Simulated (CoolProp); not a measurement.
Vapour-liquid equilibrium of CH2F2 (R32) (1) + propylene (2) at 1.09 bar; x and y are mole fractions of (1).

Model: multi-fluid Helmholtz-energy mixture model, Tillner-Roth 1997 and Lemmon 2013; pair parameters Bell 2016, in CoolProp.

| x | bubble temperature (K) | y at the bubble point | dew temperature at overall composition x (K) | liquid density (mol/L) |
|---|---|---|---|---|
| 0.05 | 222.9 | 0.210 | 226.2 | 14.81 |
| 0.15 | 218.3 | 0.409 | 224.1 | 15.45 |
| 0.25 | 216.4 | 0.494 | 222.0 | 16.08 |
| 0.35 | 215.7 | 0.534 | 219.7 | 16.74 |
| 0.45 | 215.4 | 0.555 | 217.4 | 17.47 |
| 0.55 | 215.3 | 0.566 | 215.5 | 18.29 |
| 0.65 | 215.4 | 0.576 | 216.5 | 19.22 |
| 0.75 | 215.6 | 0.595 | 218.4 | 20.27 |
| 0.85 | 216.4 | 0.645 | 220.3 | 21.44 |
| 0.95 | 219.3 | 0.801 | 222.1 | 22.67 |

y crosses x between x = 0.55 and 0.65: the model has an azeotrope there.

The pair parameters rest on a limited set of measurements; away from them the model extrapolates.
